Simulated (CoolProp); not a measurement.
Vapour-liquid equilibrium of R143a (1) + R236FA (2) at 967 kPa; x and y are mole fractions of (1).

Values from CoolProp's multi-fluid Helmholtz-energy mixture model, Lemmon and Jacobsen 2000 and Pan 2012; pair parameters Bell 2016.

| x | bubble temperature, mixture model (°C) | bubble temperature, Raoult's law (°C) | y, mixture model | y, Raoult's law |
|---|---|---|---|---|
| 0.05 | [?] | 64.3 | 0.109 | 0.163 |
| 0.2 | 55.6 | 51.7 | [?] | 0.495 |
| 0.35 | 46.0 | 41.7 | 0.599 | 0.691 |
| 0.5 | [?] | 33.7 | [?] | 0.814 |
| 0.65 | 29.6 | 27.1 | [?] | 0.895 |
| 0.8 | [?] | 21.4 | 0.933 | 0.950 |
| 0.95 | 16.9 | 16.6 | [?] | 0.989 |

What belongs in the gaps?


- 0.05, bubble temperature, mixture model (°C): 65.8
- 0.2, y, mixture model: 0.389
- 0.5, bubble temperature, mixture model (°C): 37.3
- 0.5, y, mixture model: 0.751
- 0.65, y, mixture model: 0.858
- 0.8, bubble temperature, mixture model (°C): 22.8
- 0.95, y, mixture model: 0.986

The largest gap from Raoult's law is +4.3 K in bubble temperature, at x = 0.35. No azeotrope shows between x = 0.05 and 0.95.

The pair parameters rest on a limited set of measurements; away from them the model extrapolates.
